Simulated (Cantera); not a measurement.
A closed system holds: 1 mol SiH2Cl2, 13 mol NH3, equilibrated at 1148.15 K and 5.50 Pa.

Cantera equilibrium calculation (NASA polynomials, part measured and part estimated; ideal gas, pure solids and liquids). Candidate condensed phases: NH4Cl, Si, Si3N4; 28 gas species. Equilibrium is a limit: real reactors are often held back by kinetics, nucleation or transport.

Base state: H2 0.713, N2 0.213, HCl 0.0730, SiCl2 9.63e-5 (mole fractions); condensed: Si3N4(s).

Q: What changes in the equilibrium state with this change: SiH2Cl2 replaced by SiHCl3?

A: 
```csv
species,before,after
H2,0.713,0.677
N2,0.213,0.214
HCl,0.0730,0.109
SiCl2,9.63e-5,0.000227
SiCl3,3.06e-6,1.11e-5
"Si3N4(s), mol",0.332,0.331
```
The tables' values for SiCl3 are old estimates; treat these amounts as uncertain.
